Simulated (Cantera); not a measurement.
A Cantera script and what it prints.

```python
import numpy as np
import cantera as ct

gas_names = [...]  # 123 gases of nasa_gas.yaml made of C, H, O, Si
cond_names = """
    C(gr) C6H6(L) C7H8(L) C8H18(L),n-octa H2O(s) H2O(L) Si(cr) Si(L) SiC(b) SiO2(Lqz) SiO2(hqz) SiO2(L)
""".split()


# ... load() reads the species with a 1 bar reference pressure and builds the phases ...
atoms = {
    'Si': {'Si': 1},
    'CO2': {'C': 1, 'O': 2},
    'H2': {'H': 2},
}
top_T = {'C(gr)': 4500, 'SiC(b)': 3050}  # K; cautious upper limits of use, not melting points


# ... equilibrate(T, P, feed) seeds the gas with the atoms and calls Mixture.equilibrate('TP', solver="vcs", rtol=1e-11, max_steps=5000) ...
results = []
feed = {'Si': 1, 'CO2': 0.059, 'H2': 15}  # mol
T = 1000  # K
P = 101325  # Pa
mix = equilibrate(T, P, feed)
results.append((T, P, feed, dict(zip(mix.species_names, mix.species_moles))))
x = sorted(zip(gas.X, gas.species_names), reverse=True)
print(f"T = {T:g} K  P = {P:g} Pa  gas = {mix.phase_moles(0):.4g} mol")
print("   x: " + "  ".join(f"{s} {v:.3e}" for v, s in x if v > 1e-05))
print("   condensed (mol): " + ("  ".join(f"{mix.phase(i).name} {mix.phase_moles(i):.4g}"
      for i in range(1, mix.n_phases) if mix.phase_moles(i) > 1e-12) or "none"))
```

Output:

```
T = 1000 K  P = 101325 Pa  gas = 15 mol
   x: H2 1.000e+00  CH4 3.771e-05
   condensed (mol): Si(cr) 0.8826  SiC(b) 0.05843  SiO2(hqz) 0.059
```

These are equilibrium values from Cantera (NASA tables, ideal gas, pure condensed phases), not measurements of a reactor.
